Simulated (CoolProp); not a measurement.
CH3F (R41) along the isobar 3.31 MPa: Z from the reference equation and from simpler models built on Tc = 317.3 K, pc = 5.906 MPa, ω = 0.200; each cubic takes its own stable root.

The numbers come from the reference Helmholtz-energy equation of state, Lemmon 2006 in CoolProp. It is a short technical equation, of lower accuracy than the large ones.

```csv
T (K),phase,reference
163.5,liquid,0.08754
182.2,liquid,0.08165
200.9,liquid,0.07726
219.5,liquid,0.07413
238.2,liquid,0.07216
256.9,liquid,0.07147
275.6,liquid,0.07260
294.3,gas,0.6238
312.9,gas,0.7279
331.6,gas,0.7889
350.3,gas,0.8306
369,gas,0.8612
387.6,gas,0.8846
406.3,gas,0.9032
425,gas,0.9182
```

Problem. How far does each simpler model (Redlich-Kwong, Peng-Robinson) lie from the reference over these 15 states: mean and median of the absolute difference, and the worst?

Solution. 
- Redlich-Kwong: mean 15.9 %, median 11.3 %, worst +36.3 % at 275.6 K and 3.31 MPa
- Peng-Robinson: mean 6.5 %, median 5.8 %, worst +15.4 % at 275.6 K and 3.31 MPa
